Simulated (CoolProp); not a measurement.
Properties of dimethyl carbonate along the isotherm 167.25 °C.

Values from CoolProp's reference Helmholtz-energy equation of state, Zhou 2011.

```
p (bar)   phase  density (kg/m³)  cp (kJ/(kg K))  expansivity (1/kK)  fugacity coefficient
-------  ------  ---------------  --------------  ------------------  --------------------
1.55        gas            3.905           1.556               2.451                0.9770
2.94        gas            7.577             ___               2.637                0.9564
5.58        gas            15.09             ___               3.084                0.9173
10.6     liquid            855.0           2.192                 ___                   ___
20       liquid            857.9           2.184               2.016                0.3349
38       liquid            863.2           2.170               1.937                0.1856
72.1     liquid            872.4           2.147               1.811                   ___
137      liquid            888.1           2.115               1.629               0.06798
259      liquid              ___           2.075                 ___                   ___
491      liquid            948.2           2.033               1.143               0.04886
```

Q: Some entries are withheld; supply them.

A: 
- 2.94, cp (kJ/(kg K)): 1.573
- 5.58, cp (kJ/(kg K)): 1.613
- 10.6, expansivity (1/kK): 2.061
- 10.6, fugacity coefficient: 0.6151
- 72.1, fugacity coefficient: 0.1077
- 259, density (kg/m³): 912.4
- 259, expansivity (1/kK): 1.398
- 259, fugacity coefficient: 0.05018
